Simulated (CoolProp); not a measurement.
Vapour-liquid equilibrium of ethanol (1) + n-heptane (2) at 1040 kPa; x and y are mole fractions of (1).

The numbers come from the multi-fluid Helmholtz-energy mixture model, Schroeder 2014 and Span 2003; pair parameters Bell 2016 in CoolProp.

```json
[
 {"x": "0.05", "bubble temperature (°C)": "187.6", "y at the bubble point": "0.225", "dew temperature at overall composition x (°C)": "199.9", "liquid density (mol/L)": "5.241"},
 {"x": "0.125", "bubble temperature (°C)": "173.1", "y at the bubble point": "0.419", "dew temperature at overall composition x (°C)": "194.7", "liquid density (mol/L)": "5.653"},
 {"x": "0.2", "bubble temperature (°C)": "165.3", "y at the bubble point": "0.517", "dew temperature at overall composition x (°C)": "189.4", "liquid density (mol/L)": "6.015"},
 {"x": "0.275", "bubble temperature (°C)": "160.8", "y at the bubble point": "0.574", "dew temperature at overall composition x (°C)": "184.0", "liquid density (mol/L)": "6.376"},
 {"x": "0.35", "bubble temperature (°C)": "158.1", "y at the bubble point": "0.613", "dew temperature at overall composition x (°C)": "178.4", "liquid density (mol/L)": "6.767"},
 {"x": "0.425", "bubble temperature (°C)": "156.1", "y at the bubble point": "0.644", "dew temperature at overall composition x (°C)": "172.6", "liquid density (mol/L)": "7.207"},
 {"x": "0.5", "bubble temperature (°C)": "154.7", "y at the bubble point": "0.672", "dew temperature at overall composition x (°C)": "166.7", "liquid density (mol/L)": "7.712"},
 {"x": "0.575", "bubble temperature (°C)": "153.6", "y at the bubble point": "0.701", "dew temperature at overall composition x (°C)": "160.8", "liquid density (mol/L)": "8.298"},
 {"x": "0.65", "bubble temperature (°C)": "152.7", "y at the bubble point": "0.732", "dew temperature at overall composition x (°C)": "155.8", "liquid density (mol/L)": "8.979"},
 {"x": "0.725", "bubble temperature (°C)": "152.0", "y at the bubble point": "0.769", "dew temperature at overall composition x (°C)": "152.9", "liquid density (mol/L)": "9.772"},
 {"x": "0.8", "bubble temperature (°C)": "151.6", "y at the bubble point": "0.815", "dew temperature at overall composition x (°C)": "151.7", "liquid density (mol/L)": "10.70"},
 {"x": "0.875", "bubble temperature (°C)": "151.6", "y at the bubble point": "0.872", "dew temperature at overall composition x (°C)": "151.6", "liquid density (mol/L)": "11.78"},
 {"x": "0.95", "bubble temperature (°C)": "151.8", "y at the bubble point": "0.943", "dew temperature at overall composition x (°C)": "151.9", "liquid density (mol/L)": "13.05"}
]
```

y crosses x between x = 0.8 and 0.875: the model has an azeotrope there.

The pair parameters rest on a limited set of measurements; away from them the model extrapolates.
